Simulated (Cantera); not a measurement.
A Cantera script and what it prints.

```python
import numpy as np
import cantera as ct

gas_names = """
    H HNO HNO2 HNO3 HO2 H2 H2O H2O2 N NH NH2 NH3 NH2OH NO NO2 NO3 N2 N2H2 N2H4 N2O O OH O2 O3
""".split()
cond_names = """
    H2O(s) H2O(L)
""".split()


def load(file, names, dense=False):
    # The tables refer to 1 bar. Condensed volumes are neglected.
    table = {s.name: s for s in ct.Species.list_from_file(file)}
    out = []
    for n in names:
        d = dict(table[n].input_data)
        d["thermo"] = dict(d["thermo"], **{"reference-pressure": 1e5})
        if dense:
            d["equation-of-state"] = {"model": "constant-volume", "density": "1e6 g/cm^3"}
        out.append(ct.Species.from_dict(d))
    return out


gas = ct.Solution(thermo="ideal-gas", species=load("nasa_gas.yaml", gas_names))
cond = {s.name: ct.Solution(thermo="fixed-stoichiometry", species=[s], name=s.name)
        for s in load("nasa_condensed.yaml", cond_names, dense=True)}
atoms = {
    'N2O': {'N': 2, 'O': 1},
    'H2': {'H': 2},
}
top_T = {}  # K; cautious upper limits of use, not melting points


def equilibrate(T, P, feed):
    n = {}
    for name, mol in feed.items():
        for a, k in atoms[name].items():
            n[a] = n.get(a, 0.0) + k * mol
    gas.TPX = T, P, n
    mass = sum(n.values()) * gas.mean_molecular_weight
    gas.equilibrate("TP")
    valid = [c for c in cond.values() if c.min_temp <= T <= top_T.get(c.name, c.max_temp)]
    mix = ct.Mixture([(gas, mass / gas.mean_molecular_weight)] + [(c, 0.0) for c in valid])
    mix.T, mix.P = T, P
    mix.equilibrate("TP", solver="vcs", rtol=1e-11, max_steps=5000)
    return mix


results = []
feed = {'N2O': 1, 'H2': 0.042}  # mol
P = 11000  # Pa
for T in [1073, 1223, 1373, 1523, 1673, 1823, 1973, 2123, 2273]:
    mix = equilibrate(T, P, feed)
    results.append((T, P, feed, dict(zip(mix.species_names, mix.species_moles))))

top = {s: max(r[3][s] / sum(r[3][g] for g in gas_names) for r in results) for s in gas_names}
cols = sorted((s for s in top if top[s] > 1e-05), key=lambda s: -top[s])[:6]
seen = [c for c in cond_names if any(r[3].get(c, 0) > 1e-12 for r in results)]
print("log10 of partial pressures in bar; condensed amounts in mol")
print(f"{'T/K':>10s}" + "".join(f"{s[:9]:>10s}" for s in cols + seen))
for T, P, feed, n in results:
    ng = sum(n[g] for g in gas_names)
    print(f"{T:10.4g}" + "".join(f"{np.log10(max(n[s] / ng * P / 1e5, 1e-99)):10.3f}" for s in cols)
          + "".join(f"{n.get(c, 0):10.4g}" for c in seen))
```

Output:

```
log10 of partial pressures in bar; condensed amounts in mol
       T/K        N2        O2       H2O        NO         O        OH
      1073    -1.141    -1.460    -2.517    -5.090    -9.635    -7.316
      1223    -1.141    -1.461    -2.518    -4.544    -8.124    -6.345
      1373    -1.141    -1.461    -2.518    -4.117    -6.941    -5.586
      1523    -1.141    -1.462    -2.518    -3.775    -5.989    -4.976
      1673    -1.142    -1.463    -2.520    -3.494    -5.207    -4.476
      1823    -1.143    -1.464    -2.524    -3.261    -4.554    -4.060
      1973    -1.144    -1.467    -2.533    -3.064    -3.999    -3.711
      2123    -1.146    -1.473    -2.549    -2.896    -3.524    -3.416
      2273    -1.148    -1.481    -2.579    -2.753    -3.113    -3.169
```

Equilibrium computed with Cantera from the NASA thermochemical tables; the gas is ideal and each condensed phase is pure.
